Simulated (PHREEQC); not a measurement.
Model water analysis in mg/L, 25 °C, pH 3.88, pe 10.3:

| constituent | mg/L |
|---|---|
| Na | 170 |
| K | 15.6 |
| Ca | 501 |
| Mg | 3.12 |
| Cl | 50 |
| S(6) as SO4 | 1370 |
| Zn | 3.07 |

Valence states are taken as typed.

All values are PHREEQC results (ion-association model, wateq4f.dat), not measurements.

Precipitation was switched off in this run.

Order these Zn species by the share of Zn that they hold, largest first: Zn(SO4)2-2, ZnCl+, Zn+2, ZnSO4.

Zn+2 (62 %), ZnSO4 (35 %), Zn(SO4)2-2 (2.9 %), ZnCl+ (0.12 %)

The pH is 3.88 and the ionic strength 0.0419 mol/kgw. Species that the database lacks are ignored.
